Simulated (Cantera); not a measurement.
A perfectly stirred reactor is fed with 7.99 % CH₃OH, 19.3 % O₂, 72.7 % N₂, equivalence ratio 0.62, at 1.18 atm; it is adiabatic with a 600 K inlet, and is followed from long to short residence time, starting on the burning branch (τ in s: 0.21, 0.08, 0.031, 0.012, 0.0046, 0.0018, 0.00069, 0.00026, 0.0001, 3.9e-05, 1.5e-05, 5.9e-06).

Computed with Cantera and GRI-Mech 3.0 (53 species, 325 reactions). GRI-Mech 3.0 was tuned for natural gas; its chemistry of methanol as a main component is partial and can be far from experiment.

Q: Predict: blow-out, bracketed by the residence times tried; x(CH₃OH) at τ = 0.210 s; x(O₂) at τ = 0.210 s; x(CH₂) at τ = 0.210 s; x(NO) at τ = 0.210 s; x(NO₂) at τ = 0.210 s; x(CH₃OH) at τ = 0.690 ms; x(O₂) at τ = 0.690 ms; x(CH₂) at τ = 0.690 ms; x(NO) at τ = 0.690 ms; x(NO₂) at τ = 0.690 ms.

A: 
```
Quantity                                                                        Result
------------------------------------------------  ------------------------------------
blow-out, bracketed by the residence times tried  burning at 0.260 ms, out at 0.100 ms
x(CH₃OH) at τ = 0.210 s                                                        9.27e-7
x(O₂) at τ = 0.210 s                                                            0.0702
x(CH₂) at τ = 0.210 s                                                          1.35e-9
x(NO) at τ = 0.210 s                                                          0.000216
x(NO₂) at τ = 0.210 s                                                          2.56e-7
x(CH₃OH) at τ = 0.690 ms                                                       5.61e-5
x(O₂) at τ = 0.690 ms                                                           0.0735
x(CH₂) at τ = 0.690 ms                                                         1.78e-7
x(NO) at τ = 0.690 ms                                                          1.08e-5
x(NO₂) at τ = 0.690 ms                                                         9.42e-9
```
